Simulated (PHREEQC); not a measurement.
Solution (25 °C): 2.2 mmol/kgw ZnSO4, 23 mmol/kgw CuCl2, 0.041 mmol/kgw HCl and 0.099 mmol/kgw NaCl. Closed to the air; pH follows from the charge balance.

The numbers come from PHREEQC with the ion-association model, wateq4f.dat.

| quantity | before | after |
|---|---|---|
| pH | 4.37 | 3.96 |
| ionic strength (mol/kgw) | 0.0714 | 0.0563 |
| Cu+2 (mol/kgw) | 0.0209 | 0.0139 |
| CuCl+ (mol/kgw) | 0.00111 | 0.00797 |
| CuCl2 (mol/kgw) | 1.64e-5 | 0.000171 |
| Cu2(OH)2+2 (mol/kgw) | 4.89e-6 | 6.35e-5 |
| SI of Atacamite (Cu2(OH)3Cl) | +0.24 | +0.98 |

### Question
What was changed between the two runs?
A) ZnSO4 replaced by CdSO4 at the same molality
B) temperature from 25 to 90 °C
C) 0.00059 mol/kgw H3PO4 added
D) NaCl from 9.9e-05 to 0.000198 mol/kgw

### Answer
B, temperature from 25 to 90 °C

This is a speciation only: nothing precipitates in the calculation. Some of these states are supersaturated (in Atacamite, Tenorite (slow to form), for instance). Constants without temperature data keep their 25 °C values here.
